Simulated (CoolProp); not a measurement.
Model: reference Helmholtz-energy equation of state, de Reuck 1990, in CoolProp.

Task: For fluorine, give the phase and the cv (kJ/(kg K)), speed of sound (m/s) at 153.6 K and 1.01 bar; 178.9 K and 1.01 bar.

Result: 
- 153.6 K and 1.01 bar: gas; cv 0.554, speed of sound 216
- 178.9 K and 1.01 bar: gas; cv 0.558, speed of sound 233
